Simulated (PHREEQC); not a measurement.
Consider water at 20 °C with 10 mmol/kgw TMAH, 0.96 mmol/kgw H4SiO4 and 0.39 mmol/kgw Na2CO3. Closed to the air; pH follows from the charge balance.

The numbers come from PHREEQC with the ion-association model, wateq4f.dat.

```csv
quantity,before,after
pH,12.07,9.52
ionic strength (mol/kgw),0.0112,0.0108
H3SiO4- (mol/kgw),0.000885,0.000302
H2SiO4-2 (mol/kgw),6.94e-5,6.64e-8
HCO3- (mol/kgw),5.60e-6,0.000327
H4SiO4 (mol/kgw),5.42e-6,0.000658
SI of Quartz (SiO2),-1.21,+0.87
```

Question: Which change was made?
A. H4SiO4 from 0.00096 to 9.6e-05 mol/kgw
B. H4SiO4 from 0.00096 to 0.000192 mol/kgw
C. diluted 10-fold with water
D. TMAH replaced by (CH3)4NF at the same molality

Answer: D, TMAH replaced by (CH3)4NF at the same molality

Precipitation was switched off in this run. Some of these states are supersaturated (in Quartz (slow to form), Chalcedony (slow to form), for instance). (CH3)4N+ isn't in the database: it is added as a free cation with an ion size of 4 Å. SiF6-2 is the database's only silicon fluoride.
